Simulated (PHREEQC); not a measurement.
Consider water at 25 °C with 2.3 mmol/kgw CdSO4, 3.2 mmol/kgw NaOH and 90 mmol/kgw HCl. Closed to the air; pH follows from the charge balance.

All values are PHREEQC results (ion-association model, phreeqc.dat), not measurements.

Each row changes one thing in this solution. This is a speciation only: nothing precipitates in the calculation.

```json
[
 {"case": "as made", "pH": "1.15", "ionic strength (mol/kgw)": "0.0916", "HSO4- (mol/kgw)": "0.00176", "SO4-2 (mol/kgw)": "0.000526", "NaSO4- (mol/kgw)": "3.22e-6", "SI of Halite (NaCl)": "-5.34"},
 {"case": "NaOH from 0.0032 to 0.0064 mol/kgw", "pH": "1.17", "ionic strength (mol/kgw)": "0.0917", "HSO4- (mol/kgw)": "0.00174", "SO4-2 (mol/kgw)": "0.000541", "NaSO4- (mol/kgw)": "6.62e-6", "SI of Halite (NaCl)": "-5.03"},
 {"case": "diluted 10-fold with water", "pH": "2.10", "ionic strength (mol/kgw)": "0.00957", "HSO4- (mol/kgw)": "8.24e-5", "SO4-2 (mol/kgw)": "[?]", "NaSO4- (mol/kgw)": "[?]", "SI of Halite (NaCl)": "[?]"},
 {"case": "diluted 2-fold with water", "pH": "1.44", "ionic strength (mol/kgw)": "0.0464", "HSO4- (mol/kgw)": "0.000764", "SO4-2 (mol/kgw)": "0.000376", "NaSO4- (mol/kgw)": "1.42e-6", "SI of Halite (NaCl)": "-5.89"},
 {"case": "NaOH from 0.0032 to 0.00352 mol/kgw", "pH": "1.15", "ionic strength (mol/kgw)": "0.0917", "HSO4- (mol/kgw)": "0.00176", "SO4-2 (mol/kgw)": "0.000528", "NaSO4- (mol/kgw)": "3.55e-6", "SI of Halite (NaCl)": "-5.29"},
 {"case": "CdSO4 replaced by NaHSO4 at the same molality", "pH": "1.14", "ionic strength (mol/kgw)": "[?]", "HSO4- (mol/kgw)": "0.00178", "SO4-2 (mol/kgw)": "[?]", "NaSO4- (mol/kgw)": "5.43e-6", "SI of Halite (NaCl)": "-5.09"}
]
```

Complete the blanks.


- diluted 10-fold with water, SO4-2 (mol/kgw): 0.000145
- diluted 10-fold with water, NaSO4- (mol/kgw): 1.56e-7
- diluted 10-fold with water, SI of Halite (NaCl): -7.20
- CdSO4 replaced by NaHSO4 at the same molality, ionic strength (mol/kgw): 0.0933
- CdSO4 replaced by NaHSO4 at the same molality, SO4-2 (mol/kgw): 0.000520

Complexes and solids missing from the database can't appear.
